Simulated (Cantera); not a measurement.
Feed: 1 mol n-butane, 0.6 mol H₂, 0.25 mol N₂, held at 87.0 Pa.

Equilibrium computed with Cantera from the NASA thermochemical tables; the gas is ideal and each condensed phase is pure. Candidate condensed phases: C, C₆H₆, C₇H₈, C₈H₁₈; 110 gas species. Ions and electrons are included (thermal ionisation). Equilibrium is a limit: real reactors are often held back by kinetics, nucleation or transport.

x: gas mole fraction; n: condensed amount in mol.

```tsv
T (K)	x H₂	x H	x C	x C₃	x N₂	x N	x C₂	n C(graphite)
2000	0.904	0.0524	3.50e-8	3.19e-8	0.0401	6.13e-9	2.69e-9	3.97
2500	…	…	…	…	…	…	…	3.83
3000	0.0236	0.822	0.0349	0.0769	0.0143	5.64e-5	0.0131	0
3500	…	0.747	…	…	0.0120	…	0.0140	0
4000	0.000180	0.725	0.253	4.27e-5	0.0114	0.00643	0.00148	0
4500	3.74e-5	0.717	0.255	4.92e-7	0.00492	0.0214	0.000194	0
5000	1.07e-5	0.713	0.254	1.34e-8	0.000724	0.0302	3.73e-5	0
```

**Question.** What belongs in the gaps?

**Answer.** 
- 3500, x H₂: 0.00139
- 3500, x C: 0.208
- 3500, x C₃: 0.00760
- 3500, x N: 0.000822
- 2500, x H₂: 0.412
- 2500, x H: 0.547
- 2500, x C: 0.000191
- 2500, x C₃: 0.000571
- 2500, x N₂: 0.0266
- 2500, x N: 1.62e-6
- 2500, x C₂: 5.26e-5
